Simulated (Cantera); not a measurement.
# Thermodynamics of calcination and drying, feed MgCO3 + CO2 + H2O

Feed: 1 mol MgCO3, 0.034 mol CO2, 0.03 mol H2O, at 1398 K and 18.8 Torr.

Equilibrium computed with Cantera from the NASA thermochemical tables; the gas is ideal and each condensed phase is pure. Candidate condensed phases: C, C6H6, C7H8, C8H18, H2O, Mg, MgCO3, MgO, Mg(OH)2; 116 gas species. Equilibrium is a limit: real reactors are often held back by kinetics, nucleation or transport.

| Quantity | Value |
|---|---|
| x(CO2) | 0.971 |
| x(H2O) | 0.0282 |
| x(CO) | 0.000407 |
| x(O2) | 0.000204 |
| x(OH) | 7.12e-6 |
| x(H2) | 5.46e-6 |
| n(MgO(s)) | 1.00 mol |
| gas amount | 1.064 mol |
| log10 activity of C(graphite) (absent) | -11.13 |
| log10 activity of Mg(l) (absent) | -14.06 |
